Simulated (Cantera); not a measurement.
An adiabatic, constant-pressure homogeneous reactor starts with CO : H₂ : O₂ : N₂ : CO₂ = 1 : 0.05 : 0.477 : 1.79 : 0.45 (molar parts), equivalence ratio 1.1, at 950 K and 590000 Pa. Integrator tolerance rtol = 1e-08.

Model: GRI-Mech 3.0 (53 species, 325 reactions), integrated in Cantera. The hydrogen kinetics of GRI-Mech 3.0 are dated; newer H2 mechanisms differ, most at raised pressure.

Problem. What does this change do: pressure from 590000 Pa to 23000 Pa?

Solution. 
```tsv
quantity	before	after
time of steepest temperature rise	19.6 ms	3.33 ms
temperature at 0.400 s	2533 K	2370 K
equilibrium temperature	2533 K	2370 K
x(CO) at 0.400 s	0.0602 (gas-phase equilibrium 0.0602)	0.0835 (gas-phase equilibrium 0.0835)
x(H₂) at 0.400 s	0.000348 (gas-phase equilibrium 0.000348)	0.000522 (gas-phase equilibrium 0.000522)
x(O₂) at 0.400 s	0.0127 (gas-phase equilibrium 0.0127)	0.0237 (gas-phase equilibrium 0.0237)
x(NO) at 0.400 s	0.00493 (gas-phase equilibrium 0.00493)	0.00489 (gas-phase equilibrium 0.00497)
x(HO₂) at 0.400 s	1.09e-6 (gas-phase equilibrium 1.09e-6)	4.77e-7 (gas-phase equilibrium 4.76e-7)
x(NO₂) at 0.400 s	2.52e-6 (gas-phase equilibrium 2.52e-6)	8.07e-7 (gas-phase equilibrium 8.20e-7)
```

Problem. What does this change do: H2 0.05 to 0.14 parts?

Solution. 
```tsv
quantity	before	after
time of steepest temperature rise	19.6 ms	15.2 ms
temperature at 0.400 s	2533 K	2544 K
equilibrium temperature	2533 K	2544 K
x(CO) at 0.400 s	0.0602 (gas-phase equilibrium 0.0602)	0.0748 (gas-phase equilibrium 0.0748)
x(H₂) at 0.400 s	0.000348 (gas-phase equilibrium 0.000348)	0.00129 (gas-phase equilibrium 0.00129)
x(O₂) at 0.400 s	0.0127 (gas-phase equilibrium 0.0127)	0.00797 (gas-phase equilibrium 0.00797)
x(NO) at 0.400 s	0.00493 (gas-phase equilibrium 0.00493)	0.00394 (gas-phase equilibrium 0.00394)
x(HO₂) at 0.400 s	1.09e-6 (gas-phase equilibrium 1.09e-6)	1.32e-6 (gas-phase equilibrium 1.32e-6)
x(NO₂) at 0.400 s	2.52e-6 (gas-phase equilibrium 2.52e-6)	1.58e-6 (gas-phase equilibrium 1.58e-6)
```
